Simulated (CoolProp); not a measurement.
A simple Rankine cycle with dimethyl carbonate: condensing at 291.15 K, boiler at 0.193 MPa, turbine inlet 400 K, turbine efficiency 0.9, pump efficiency 0.8, no recuperator. Each further row changes one setting.

Values from CoolProp's reference Helmholtz-energy equation of state, Zhou 2011.

| case | thermal efficiency (%) | net work (kJ/kg) | heat in (kJ/kg) | turbine exit temperature (K) | volume ratio over the turbine |
|---|---|---|---|---|---|
| as stated | 18.8 | 105 | 561 | 317.5 | 31.7 |
| turbine inlet 420 K | 18.8 | 111 | 591 | 336.4 | 31.8 |
| condensing temperature 283.15 K | 20.3 | 117 | 575 | 308.2 | 48.3 |
| boiler pressure 0.135 MPa | 17.2 | 96.6 | 562 | 325.7 | 22.5 |
| turbine efficiency 0.8 | 16.7 | 93.5 | 561 | 326.9 | 32.7 |
